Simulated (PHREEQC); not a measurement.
Solution A (0.00038 mol PbCl2 and 6.8e-05 mol KBr per kg of water) is mixed with solution B (0.022 mol HCl, 0.12 mol FeSO4 and 0.00071 mol MnSO4 per kg of water) at 25 °C; shares are by mass of water, 1 kg in all. No oxygen is let in. No CO2 enters from the air. Only these solids could form: Pyrochroite, Litharge, Anglesite, Cotunnite, Laurionite, PbBr2, Larnakite, Melanterite.

Computed with PHREEQC (ion-association model, wateq4f.dat).

```json
[
 {"share of solution B": "0", "pH": "5.60", "Anglesite (mol)": "0", "Pb+2 (mol/kgw)": "0.000367", "Mn+2 (mol/kgw)": "0", "Fe+2 (mol/kgw)": "0", "SO4-2 (mol/kgw)": "0"},
 {"share of solution B": "0.1", "pH": "2.87", "Anglesite (mol)": "0.000324", "Pb+2 (mol/kgw)": "8.20e-6", "Mn+2 (mol/kgw)": "5.17e-5", "Fe+2 (mol/kgw)": "0.00874", "SO4-2 (mol/kgw)": "0.00786"},
 {"share of solution B": "0.2", "pH": "2.65", "Anglesite (mol)": "0.000287", "Pb+2 (mol/kgw)": "6.33e-6", "Mn+2 (mol/kgw)": "9.54e-5", "Fe+2 (mol/kgw)": "0.0161", "SO4-2 (mol/kgw)": "0.0143"},
 {"share of solution B": "0.3", "pH": "2.54", "Anglesite (mol)": "0.000250", "Pb+2 (mol/kgw)": "(withheld)", "Mn+2 (mol/kgw)": "0.000137", "Fe+2 (mol/kgw)": "0.0230", "SO4-2 (mol/kgw)": "0.0202"},
 {"share of solution B": "0.4", "pH": "2.46", "Anglesite (mol)": "0.000212", "Pb+2 (mol/kgw)": "5.08e-6", "Mn+2 (mol/kgw)": "0.000177", "Fe+2 (mol/kgw)": "0.0297", "SO4-2 (mol/kgw)": "0.0258"},
 {"share of solution B": "0.5", "pH": "2.40", "Anglesite (mol)": "0.000174", "Pb+2 (mol/kgw)": "4.75e-6", "Mn+2 (mol/kgw)": "0.000216", "Fe+2 (mol/kgw)": "0.0362", "SO4-2 (mol/kgw)": "0.0312"},
 {"share of solution B": "0.6", "pH": "(withheld)", "Anglesite (mol)": "0.000136", "Pb+2 (mol/kgw)": "4.48e-6", "Mn+2 (mol/kgw)": "0.000254", "Fe+2 (mol/kgw)": "0.0426", "SO4-2 (mol/kgw)": "0.0364"},
 {"share of solution B": "0.7", "pH": "(withheld)", "Anglesite (mol)": "(withheld)", "Pb+2 (mol/kgw)": "4.26e-6", "Mn+2 (mol/kgw)": "0.000292", "Fe+2 (mol/kgw)": "0.0489", "SO4-2 (mol/kgw)": "0.0415"},
 {"share of solution B": "0.8", "pH": "2.28", "Anglesite (mol)": "6.04e-5", "Pb+2 (mol/kgw)": "4.07e-6", "Mn+2 (mol/kgw)": "0.000329", "Fe+2 (mol/kgw)": "0.0550", "SO4-2 (mol/kgw)": "0.0465"},
 {"share of solution B": "0.9", "pH": "2.26", "Anglesite (mol)": "2.24e-5", "Pb+2 (mol/kgw)": "3.90e-6", "Mn+2 (mol/kgw)": "0.000366", "Fe+2 (mol/kgw)": "0.0611", "SO4-2 (mol/kgw)": "0.0515"},
 {"share of solution B": "1", "pH": "2.23", "Anglesite (mol)": "0", "Pb+2 (mol/kgw)": "0", "Mn+2 (mol/kgw)": "0.000403", "Fe+2 (mol/kgw)": "0.0672", "SO4-2 (mol/kgw)": "0.0563"}
]
```

Some entries are withheld; supply them.


- 0.3, Pb+2 (mol/kgw): 5.55e-6
- 0.6, pH: 2.35
- 0.7, pH: 2.32
- 0.7, Anglesite (mol): 9.84e-5
